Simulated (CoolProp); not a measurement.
Aqueous calcium chloride as a coolant, 29 % by mass, freezing at -43.2 °C, 1 atm.

Model: Melinder's fits for secondary coolants, in CoolProp.

```json
[
 {"T (°C)": "-12.7", "density (kg/m³)": "1286", "viscosity (mPa s)": "7.79", "cp (kJ/(kg K))": "2.714", "Prandtl number": "41.0"},
 {"T (°C)": "-8.3", "density (kg/m³)": "1284", "viscosity (mPa s)": "6.70", "cp (kJ/(kg K))": "2.725", "Prandtl number": "34.9"},
 {"T (°C)": "-3.8", "density (kg/m³)": "1282", "viscosity (mPa s)": "5.81", "cp (kJ/(kg K))": "2.737", "Prandtl number": "(withheld)"},
 {"T (°C)": "0.6", "density (kg/m³)": "1280", "viscosity (mPa s)": "5.11", "cp (kJ/(kg K))": "2.749", "Prandtl number": "26.3"},
 {"T (°C)": "5.1", "density (kg/m³)": "1278", "viscosity (mPa s)": "4.53", "cp (kJ/(kg K))": "2.760", "Prandtl number": "23.1"},
 {"T (°C)": "9.5", "density (kg/m³)": "1276", "viscosity (mPa s)": "4.06", "cp (kJ/(kg K))": "2.772", "Prandtl number": "20.6"},
 {"T (°C)": "14", "density (kg/m³)": "1274", "viscosity (mPa s)": "3.66", "cp (kJ/(kg K))": "2.784", "Prandtl number": "18.4"},
 {"T (°C)": "18.4", "density (kg/m³)": "1271", "viscosity (mPa s)": "(withheld)", "cp (kJ/(kg K))": "2.796", "Prandtl number": "(withheld)"},
 {"T (°C)": "22.9", "density (kg/m³)": "(withheld)", "viscosity (mPa s)": "3.03", "cp (kJ/(kg K))": "2.808", "Prandtl number": "15.0"},
 {"T (°C)": "27.3", "density (kg/m³)": "1266", "viscosity (mPa s)": "2.77", "cp (kJ/(kg K))": "2.820", "Prandtl number": "(withheld)"},
 {"T (°C)": "31.8", "density (kg/m³)": "1264", "viscosity (mPa s)": "2.54", "cp (kJ/(kg K))": "(withheld)", "Prandtl number": "(withheld)"},
 {"T (°C)": "36.2", "density (kg/m³)": "1262", "viscosity (mPa s)": "(withheld)", "cp (kJ/(kg K))": "2.844", "Prandtl number": "11.4"}
]
```

Question: Some entries are withheld; supply them.

Answer: 
- -3.8, Prandtl number: 30.1
- 18.4, viscosity (mPa s): 3.32
- 18.4, Prandtl number: 16.6
- 22.9, density (kg/m³): 1269
- 27.3, Prandtl number: 13.7
- 31.8, cp (kJ/(kg K)): 2.832
- 31.8, Prandtl number: 12.5
- 36.2, viscosity (mPa s): 2.34
